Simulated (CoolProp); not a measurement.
A simple Rankine cycle with methanol: condensing at 325.15 K, boiler at 6.27 MPa, turbine inlet 499.7 K, turbine efficiency 0.7, pump efficiency 0.7, no recuperator. Each further row changes one setting.

The numbers come from the reference Helmholtz-energy equation of state, de Reuck 1993 in CoolProp.

| case | thermal efficiency (%) | net work (kJ/kg) | heat in (kJ/kg) | turbine exit temperature (K) | volume ratio over the turbine |
|---|---|---|---|---|---|
| as stated | 18.6 | 206 | 1110 | 325.2 | 102 |
| turbine inlet 519.7 K | 19.4 | 245 | 1260 | 325.2 | 83.8 |
| condensing temperature 317.15 K | 19.5 | … | 1130 | 317.1 | 141 |
| boiler pressure 4.39 MPa | … | 235 | 1270 | 325.2 | 56.7 |
| turbine efficiency 0.6 | 15.8 | 175 | 1110 | 325.2 | … |

Q: Fill in the missing entries.

A: 
- condensing temperature 317.15 K, net work (kJ/kg): 221
- boiler pressure 4.39 MPa, thermal efficiency (%): 18.5
- turbine efficiency 0.6, volume ratio over the turbine: 105

The expansion ends wet for: as stated; turbine inlet 519.7 K; condensing temperature 317.15 K; boiler pressure 4.39 MPa; turbine efficiency 0.6.
